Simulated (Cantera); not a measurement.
Feed: 1 mol SO₂, 1 mol H₂O, 40 mol N₂, equilibrated at 2975 K and 1.00 Torr.

Equilibrium computed with Cantera from the NASA thermochemical tables; the gas is ideal and each condensed phase is pure. Candidate condensed phases: H₂O, H₂SO₄, S; 35 gas species. Equilibrium is a limit: real reactors are often held back by kinetics, nucleation or transport.

Base state: N₂ 0.871, O 0.0606, H 0.0431, S 0.0204, NO 0.00226, SO 0.00134, O₂ 0.000454, N 0.000303 (mole fractions); condensed: gas only.

Task: What changes in the equilibrium state with this change: temperature from 2975 K to 1573.15 K?

Result: 
```tsv
species	before	after
N₂	0.871	0.952
SO₂	1.84e-5	0.0237
H₂O	2.19e-6	0.0235
O	0.0606	3.28e-6
H	0.0431	1.83e-5
S	0.0204	7.99e-8
N	0.000303	<1e-9
S₂	1.01e-5	1.02e-9
```

Task: What changes in the equilibrium state with this change: temperature from 2975 K to 950 K?

Result: 
```
species    before    after
-------  --------  -------
N₂          0.871    0.952
H₂O       2.19e-6   0.0238
SO₂       1.84e-5   0.0238
O          0.0606    <1e-9
H          0.0431    <1e-9
S          0.0204    <1e-9
NO        0.00226  2.63e-9
SO        0.00134  2.95e-9
N        0.000303    <1e-9
OH       0.000265  1.23e-9
```
